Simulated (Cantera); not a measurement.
Input (Python, Cantera) and output of one run.

```python
import numpy as np
import cantera as ct

gas_names = """
    H N H2O
""".split()
cond_names = """
    ZrO2(a) ZrO2(b) ZrO2(L) ZrN(s) ZrN(L)
""".split()


# ... load() reads the species with a 1 bar reference pressure and builds the phases ...
species = {s.name: s for s in load("nasa_gas.yaml", gas_names) + load("nasa_condensed.yaml", cond_names)}
# Each term lists the table entries of one substance; the one whose range holds T is used.
reactions = {
    '4 H(g) + ZrO2 + N(g) = ZrN + 2 H2O(g)':
        [(-4, ['H']), (-1, ['ZrO2(a)', 'ZrO2(b)', 'ZrO2(L)']), (-1, ['N']), (1, ['ZrN(s)', 'ZrN(L)']), (2, ['H2O'])],
}


def pick(names, T):
    return next(species[n] for n in names if species[n].thermo.min_temp <= T <= species[n].thermo.max_temp)


results = []
for label, terms in reactions.items():
    print(label)
    print("     T/K   dH/kJ  dS/(J/K)   dG/kJ   log10 K")
    for T in [573, 723, 873, 1023, 1173, 1323]:
        used = [(nu, pick(names, T)) for nu, names in terms]
        dH = sum(nu * s.thermo.h(T) for nu, s in used) / 1e6
        dS = sum(nu * s.thermo.s(T) for nu, s in used) / 1e3
        dG = dH - T * dS / 1e3
        logK = -dG * 1e6 / (ct.gas_constant * T * np.log(10))
        results.append((label, T, dH, dS, dG, logK, [s.name for _, s in used]))
        print(f"{T:8g} {dH:8.1f} {dS:8.1f} {dG:8.1f} {logK:8.2f}")
```

It prints:

```
4 H(g) + ZrO2 + N(g) = ZrN + 2 H2O(g)
     T/K   dH/kJ  dS/(J/K)   dG/kJ   log10 K
     573  -1111.0   -281.3   -949.8    86.58
     723  -1118.7   -293.3   -906.6    65.50
     873  -1126.1   -302.6   -861.9    51.57
    1023  -1132.9   -309.8   -816.0    41.66
    1173  -1139.2   -315.6   -769.0    34.25
    1323  -1145.0   -320.2   -721.4    28.48
```

Standard-state values (1 bar) from the NASA 1993 polynomials, evaluated with Cantera. ZrN: taken at fixed stoichiometry. Condensed species are held in their standard states even where they would react or evaporate.
